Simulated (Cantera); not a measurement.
Input: 1 mol CH₄, 0.99 mol CO₂, 15 mol H₂, equilibrated at 1652 °C and 3.10 mbar.

Method: chemical equilibrium by Gibbs-energy minimisation in Cantera with the NASA 1993 tables (ideal gas, pure condensed phases). Candidate condensed phases: C, C₆H₆, C₇H₈, C₈H₁₈, H₂O; 110 gas species. The numbers say what is thermodynamically allowed, not how fast it happens.

Base state: H₂ 0.880, CO 0.103, H 0.0161, C₂H₂ (acetylene) 0.000260 (mole fractions); condensed: gas only.

What changes in the equilibrium state with this change: CO₂ from 0.99 to 3.5 mol?


```
species             before     after
----------------  --------  --------
H₂                   0.880     0.670
CO                   0.103     0.200
H₂O                5.62e-8     0.108
H                   0.0161    0.0141
CO₂                1.53e-9   0.00748
C₂H₂ (acetylene)  0.000260     <1e-9
OH                   <1e-9  0.000195
```

What changes in the equilibrium state with this change: temperature from 1652 °C to 2600 °C?


```json
[
 {"species": "H", "before": "0.0161", "after": "0.769"},
 {"species": "H₂", "before": "0.880", "after": "0.166"},
 {"species": "CO", "before": "0.103", "after": "0.0642"},
 {"species": "C", "before": "1.47e-9", "after": "0.000237"},
 {"species": "C₂H", "before": "6.85e-8", "after": "1.21e-5"},
 {"species": "C₂H₂ (acetylene)", "before": "0.000260", "after": "1.84e-5"}
]
```

What changes in the equilibrium state with this change: pressure from 3.10 mbar to 1.33 mbar?


| species | before | after |
|---|---|---|
| H₂ | 0.880 | 0.872 |
| CO | 0.103 | 0.103 |
| H | 0.0161 | 0.0245 |
| C₂H₂ (acetylene) | 0.000260 | 0.000260 |
